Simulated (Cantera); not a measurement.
An isothermal, constant-pressure homogeneous reactor starts with NO : N₂ = 1 : 2.8 (molar parts), at 1775 K and 1.00 bar. Integrator tolerance rtol = 1e-08.

Cantera simulation using GRI-Mech 3.0 (53 species, 325 reactions); the numbers are that mechanism's predictions, not measurements.

What does this change do: pressure from 1.00 bar to 0.0110 bar?


```csv
quantity,before,after
x(NO) at 9.00 s,0.125 (gas-phase equilibrium 0.00316),0.259 (gas-phase equilibrium 0.00316)
x(NO₂) at 9.00 s,0.000190 (gas-phase equilibrium 6.56e-6),8.41e-6 (gas-phase equilibrium 6.87e-7)
x(N₂O) at 9.00 s,6.43e-6 (gas-phase equilibrium 1.91e-7),2.40e-5 (gas-phase equilibrium 2.00e-8)
x(O₂) at 9.00 s,0.0689 (gas-phase equilibrium 0.130),0.00196 (gas-phase equilibrium 0.130)
x(O) at 9.00 s,2.56e-5 (gas-phase equilibrium 3.47e-5),7.94e-5 (gas-phase equilibrium 0.000331)
```
Radical loss at walls, strong at low pressure, is not modelled.
